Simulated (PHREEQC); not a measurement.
Acid mine or pickling water: an equilibrium model

A made-up water analysis in mg/kgw, 11 °C, pH 3.65, pe 12.3:

```json
[
 {"constituent": "Na", "mg/kgw": "397"},
 {"constituent": "K", "mg/kgw": "137"},
 {"constituent": "Ca", "mg/kgw": "335"},
 {"constituent": "Mg", "mg/kgw": "27.4"},
 {"constituent": "Cl", "mg/kgw": "128"},
 {"constituent": "S(6) as SO4", "mg/kgw": "1710"},
 {"constituent": "Sr", "mg/kgw": "6.44"},
 {"constituent": "Cu(2)", "mg/kgw": "3.52"},
 {"constituent": "Zn", "mg/kgw": "1.53"},
 {"constituent": "Cd", "mg/kgw": "15.2"},
 {"constituent": "O(0) (dissolved oxygen)", "mg/kgw": "2.68"}
]
```

Valence states are taken as typed.

Computed with PHREEQC (ion-association model, phreeqc.dat).

This is a speciation only: nothing precipitates in the calculation.

Task: Estimate the ionic strength.

Result: ionic strength 0.0533 mol/kgw.

Task: In which forms is Na present?

Result: Na+ 97 %, NaSO4- 2.8 % of the Na.

Constants without temperature data keep their 25 °C values here.
